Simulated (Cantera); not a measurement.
An adiabatic, constant-volume homogeneous reactor starts with CH3OH : O2 : N2 = 1 : 3.75 : 27 (molar parts), at 1350 K and 7350 Torr.

Model: GRI-Mech 3.0 (53 species, 325 reactions), integrated in Cantera. GRI-Mech 3.0 was tuned for natural gas; its chemistry of methanol as a main component is partial and can be far from experiment.

Problem. Predict: time of steepest temperature rise; temperature at 0.500 s; equilibrium temperature; x(O2) at 0.500 s; x(H2O2) at 0.500 s; x(H) at 0.500 s.

Solution. 
| Item | Value |
|---|---|
| time of steepest temperature rise | 0.251 ms |
| temperature at 0.500 s | 2065 K |
| equilibrium temperature | 2062 K |
| x(O2) at 0.500 s | 0.0673 (gas-phase equilibrium 0.0669) |
| x(H2O2) at 0.500 s | 1.42e-7 (gas-phase equilibrium 1.41e-7) |
| x(H) at 0.500 s | 3.43e-6 (gas-phase equilibrium 3.36e-6) |
